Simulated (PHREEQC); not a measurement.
## Nickel, zinc or cadmium bath (model solution)

Consider water at 25 °C with 0.25 mmol/kgw CdSO4, 0.2 mmol/kgw NaCl and 0.0058 mmol/kgw H2SO4. It is in equilibrium with CO2 at log p = -2 (atm). Otherwise closed; pH follows from the charge balance.

Model: ion-association model, phreeqc.dat, run in PHREEQC.

The pH is 4.72 and the ionic strength comes out as 0.00117 mol/kgw. The total alkalinity is -0.0116 meq/kg.

```csv
species,molality,activity,log γ
CO2,0.000340,0.000340,0.000
SO4-2,0.000243,0.000209,-0.066
Cd+2,0.000234,0.000201,-0.067
Na+,0.000200,0.000192,-0.017
Cl-,0.000196,0.000189,-0.017
H+,1.96e-5,1.89e-5,-0.016
CdSO4,1.21e-5,1.21e-5,0.000
HCO3-,8.32e-6,8.02e-6,-0.016
```

No solid was allowed to form.
